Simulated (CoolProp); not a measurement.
Methane along the isotherm -31.65 °C: fugacity coefficient from the reference equation and from simpler models built on Tc = -82.6 °C, pc = 45.99 bar, ω = 0.011; each cubic takes its own stable root.

Model: reference Helmholtz-energy equation of state, Setzmann 1991, in CoolProp.

```csv
p (bar),phase,reference
16.4,gas,0.9432
32.9,gas,0.8882
49.3,supercritical,0.8356
65.7,supercritical,0.7855
82.1,supercritical,0.7381
98.6,supercritical,0.6941
115,supercritical,0.6549
131,supercritical,0.6218
148,supercritical,0.5922
164,supercritical,0.5690
181,supercritical,0.5486
197,supercritical,0.5326
214,supercritical,0.5187
230,supercritical,0.5078
```

### Question
How far does each simpler model (van der Waals, Redlich-Kwong, Soave-Redlich-Kwong, Peng-Robinson) lie from the reference over these 14 states: mean and median of the absolute difference, and the worst?

### Answer
- van der Waals: mean 1.5 %, median 1.3 %, worst -3.1 % at -31.65 °C and 115 bar
- Redlich-Kwong: mean 1.0 %, median 0.5 %, worst +2.5 % at -31.65 °C and 230 bar
- Soave-Redlich-Kwong: mean 1.6 %, median 1.3 %, worst +4.0 % at -31.65 °C and 230 bar
- Peng-Robinson: mean 4.2 %, median 4.8 %, worst -5.4 % at -31.65 °C and 230 bar
